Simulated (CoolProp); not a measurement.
Vapour-liquid equilibrium of R227EA (1) + n-butane (2) at 0.19 MPa; x and y are mole fractions of (1).

Model: multi-fluid Helmholtz-energy mixture model, Lemmon 2016 and Bücker 2006; pair parameters Bell 2016, in CoolProp.

| x | bubble temperature (K) | y at the bubble point | dew temperature at overall composition x (K) | liquid density (mol/L) |
|---|---|---|---|---|
| 0.05 | 281.2 | 0.291 | 289.0 | 10.05 |
| 0.15 | 273.0 | 0.505 | 285.9 | 9.959 |
| 0.25 | 270.2 | 0.575 | 282.6 | 9.787 |
| 0.35 | 269.1 | 0.605 | 279.0 | 9.602 |
| 0.45 | 268.6 | 0.623 | 275.2 | 9.429 |
| 0.55 | 268.4 | 0.640 | 271.2 | 9.276 |
| 0.65 | 268.2 | 0.665 | 268.3 | 9.145 |
| 0.75 | 268.3 | 0.705 | 268.7 | 9.032 |
| 0.85 | 269.0 | 0.775 | 270.0 | 8.928 |
| 0.95 | 270.8 | 0.901 | 271.6 | 8.819 |

y crosses x between x = 0.65 and 0.75: the model has an azeotrope there.

The pair parameters rest on a limited set of measurements; away from them the model extrapolates. With so large a gap from Raoult's law the liquid may split in two, which this calculation doesn't test in full.
